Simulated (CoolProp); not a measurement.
The fluid at 298.15 K and 0.184 MPa flows at 0.1 m/s in a round tube of 100 mm bore and 15 µm roughness, fully developed (64/Re and Nu = 3.66 if laminar; Colebrook and Gnielinski if turbulent). The same conditions are run with several fluids, on thermodynamics alone (safety and materials aside).

Computed with CoolProp (reference Helmholtz-energy equation of state of each fluid (nitrogen: Span 2000; R143a: Lemmon and Jacobsen 2000; R507A: Lemmon 2003; R404A: Lemmon 2003; R152A: Outcalt 1996)). Blends and air are pseudo-pure fits.

```tsv
fluid	Reynolds number	Darcy friction factor	pressure drop (Pa/m)	heat-transfer coefficient (W/(m² K))	mass flow (kg/h)
nitrogen	1170	0.0548	0.00570	0.947	5.88
R143a	5780	(withheld)	0.0116	2.78	18.2
R507A	(withheld)	(withheld)	0.0134	2.82	21.4
R404A	6110	(withheld)	(withheld)	2.79	21.1
R152A	4580	0.0385	(withheld)	2.29	14.4
```

Task: Fill in the missing entries.

Result: 
- R143a, Darcy friction factor: 0.0361
- R507A, Reynolds number: 6210
- R507A, Darcy friction factor: 0.0354
- R404A, Darcy friction factor: 0.0355
- R404A, pressure drop (Pa/m): 0.0133
- R152A, pressure drop (Pa/m): 0.00983

Transport values come from each fluid's own correlations; those of R143a, R152A are estimates that may be off by 10 % or more.
